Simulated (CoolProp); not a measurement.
The numbers come from the reference Helmholtz-energy equation of state, Schroeder 2014 in CoolProp.

Give the vapour pressure (kPa), enthalpy of vaporisation (kJ/kg), liquid cp (kJ/(kg K)), vapour Z of saturated ethanol at 268, 283.9, 291.9 K.


```csv
T (K),p (kPa),enthalpy of vaporisation (kJ/kg),liquid cp (kJ/(kg K)),vapour Z
268,1.11,951,2.23,0.999
283.9,3.31,935,2.33,0.997
291.9,5.45,927,2.39,0.996
```
